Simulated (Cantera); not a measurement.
Input (Python, Cantera) and output of one run.

```python
import numpy as np
import cantera as ct

gas_names = """
    Electron N N+ N- NO NO+ NO2 NO2- NO3 NO3- N2 N2+ N2- N2O N2O+ O O+ O- O2 O2+ O2- O3 Si Si+ SiN SiO
    SiO2 Si2 Si2N Si3
""".split()
cond_names = """
    Si(cr) Si(L) SiO2(Lqz) SiO2(hqz) SiO2(L) Si2N2O(s) Si3N4(a)
""".split()


def load(file, names, dense=False):
    # The tables refer to 1 bar. Condensed volumes are neglected.
    table = {s.name: s for s in ct.Species.list_from_file(file)}
    out = []
    for n in names:
        d = dict(table[n].input_data)
        d["thermo"] = dict(d["thermo"], **{"reference-pressure": 1e5})
        if dense:
            d["equation-of-state"] = {"model": "constant-volume", "density": "1e6 g/cm^3"}
        out.append(ct.Species.from_dict(d))
    return out


gas = ct.Solution(thermo="ideal-gas", species=load("nasa_gas.yaml", gas_names))
cond = {s.name: ct.Solution(thermo="fixed-stoichiometry", species=[s], name=s.name)
        for s in load("nasa_condensed.yaml", cond_names, dense=True)}
atoms = {
    'SiO2': {'Si': 1, 'O': 2},
    'N2': {'N': 2},
}
top_T = {'Si2N2O(s)': 2100, 'Si3N4(a)': 2400}  # K; cautious upper limits of use, not melting points


def equilibrate(T, P, feed):
    n = {}
    for name, mol in feed.items():
        for a, k in atoms[name].items():
            n[a] = n.get(a, 0.0) + k * mol
    gas.TPX = T, P, n
    mass = sum(n.values()) * gas.mean_molecular_weight
    gas.equilibrate("TP")
    valid = [c for c in cond.values() if c.min_temp <= T <= top_T.get(c.name, c.max_temp)]
    mix = ct.Mixture([(gas, mass / gas.mean_molecular_weight)] + [(c, 0.0) for c in valid])
    mix.T, mix.P = T, P
    mix.equilibrate("TP", solver="vcs", rtol=1e-11, max_steps=5000)
    return mix


results = []
feed = {'SiO2': 1, 'N2': 0.019}  # mol
P = 180  # Pa
for T in [2500, 2750, 3000, 3250, 3500, 3750, 4000, 4250, 4500, 4750, 5000]:
    mix = equilibrate(T, P, feed)
    results.append((T, P, feed, dict(zip(mix.species_names, mix.species_moles))))

top = {s: max(r[3][s] / sum(r[3][g] for g in gas_names) for r in results) for s in gas_names}
cols = sorted((s for s in top if top[s] > 1e-05), key=lambda s: -top[s])[:9]
seen = [c for c in cond_names if any(r[3].get(c, 0) > 1e-12 for r in results)]
print("log10 of partial pressures in bar; condensed amounts in mol")
print(f"{'T/K':>10s}" + "".join(f"{s[:9]:>10s}" for s in cols + seen))
for T, P, feed, n in results:
    ng = sum(n[g] for g in gas_names)
    print(f"{T:10.4g}" + "".join(f"{np.log10(max(n[s] / ng * P / 1e5, 1e-99)):10.3f}" for s in cols)
          + "".join(f"{n.get(c, 0):10.4g}" for c in seen))
```

It prints:

```
log10 of partial pressures in bar; condensed amounts in mol
       T/K         O       SiO        Si        O2       Si+  Electron      SiO2         N        N2
      2500    -3.543    -2.969    -9.418    -3.407   -12.543   -11.183    -4.607    -8.901    -4.733
      2750    -3.218    -3.008    -8.234    -3.732   -10.727   -10.220    -5.177    -8.011    -4.784
      3000    -3.091    -3.038    -7.099    -4.290    -9.271    -9.203    -5.792    -7.257    -4.803
      3250    -3.060    -3.047    -6.044    -4.915    -8.144    -8.138    -6.371    -6.609    -4.800
      3500    -3.051    -3.055    -5.120    -5.488    -7.189    -7.188    -6.884    -6.056    -4.803
      3750    -3.040    -3.085    -4.344    -5.978    -6.373    -6.373    -7.349    -5.589    -4.832
      4000    -3.011    -3.199    -3.771    -6.368    -5.711    -5.711    -7.822    -5.213    -4.925
      4250    -2.971    -3.467    -3.446    -6.683    -5.215    -5.215    -8.393    -4.941    -5.127
      4500    -2.946    -3.873    -3.314    -6.985    -4.851    -4.851    -9.079    -4.774    -5.457
      4750    -2.939    -4.336    -3.279    -7.284    -4.566    -4.566    -9.806    -4.697    -5.897
      5000    -2.940    -4.799    -3.285    -7.570    -4.326    -4.326   -10.514    -4.673    -6.386
```

Equilibrium computed with Cantera from the NASA thermochemical tables; the gas is ideal and each condensed phase is pure. The tables' values for SiO2, SiN are old estimates; treat these amounts as uncertain.
